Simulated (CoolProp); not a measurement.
Vapour-liquid equilibrium of n-octane (1) + n-dodecane (2) at 335 kPa; x and y are mole fractions of (1).

Model: multi-fluid Helmholtz-energy mixture model, Beckmüller 2019 and Lemmon 2004; pair parameters Bell 2016, in CoolProp.

### Question
Give the bubble temperature and the first vapour's composition at x = 0.25, 0.35, 0.75. Is there an azeotrope?

### Answer
x = 0.25: 509.9 K, y = 0.601; x = 0.35: 497.7 K, y = 0.729; x = 0.75: 462.4 K, y = 0.955. No azeotrope shows between x = 0.05 and 0.95.

Pair parameters are fitted to limited data, so mixtures are less certain than the pure fluids.
